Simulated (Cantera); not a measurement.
An isothermal, constant-pressure homogeneous reactor starts with CH4 : H2O = 1 : 0.36 (molar parts), at 1725 K and 10.0 bar. Integrator tolerance rtol = 1e-08.

Cantera simulation using GRI-Mech 3.0 (53 species, 325 reactions); the numbers are that mechanism's predictions, not measurements. GRI-Mech 3.0 stops at C3 and has no aromatics, soot or wall deposition, so with more carbon than oxygen in the feed, carbon stays in small species such as C2H2 where larger ones or solid carbon would form.

Question: What does this change do: temperature 1725 to 1300 K?

Answer: 
```
quantity                                              before                                    after
------------------  ----------------------------------------  ---------------------------------------
x(CH4) at 2.00 s         0.128 (gas-phase equilibrium 0.128)      0.655 (gas-phase equilibrium 0.306)
x(H2O) at 2.00 s    0.000191 (gas-phase equilibrium 1.34e-5)   0.255 (gas-phase equilibrium 0.000553)
x(CH2) at 2.00 s     1.47e-8 (gas-phase equilibrium 1.47e-8)  4.74e-12 (gas-phase equilibrium <1e-12)
x(CH2CO) at 2.00 s   2.69e-6 (gas-phase equilibrium 2.68e-6)  1.77e-6 (gas-phase equilibrium 3.00e-7)
x(H2) at 2.00 s          0.650 (gas-phase equilibrium 0.650)     0.0625 (gas-phase equilibrium 0.520)
```

Question: What does this change do: pressure from 10.0 bar to 100.0 Torr?

Answer: 
```
quantity                                              before                                    after
------------------  ----------------------------------------  ---------------------------------------
x(CH4) at 2.00 s         0.128 (gas-phase equilibrium 0.128)   0.0106 (gas-phase equilibrium 0.00303)
x(H2O) at 2.00 s    0.000191 (gas-phase equilibrium 1.34e-5)   0.0272 (gas-phase equilibrium 1.34e-7)
x(CH2) at 2.00 s     1.47e-8 (gas-phase equilibrium 1.47e-8)  1.01e-7 (gas-phase equilibrium 2.27e-8)
x(CH2CO) at 2.00 s   2.69e-6 (gas-phase equilibrium 2.68e-6)  7.22e-6 (gas-phase equilibrium 4.85e-8)
x(H2) at 2.00 s          0.650 (gas-phase equilibrium 0.650)      0.721 (gas-phase equilibrium 0.747)
```
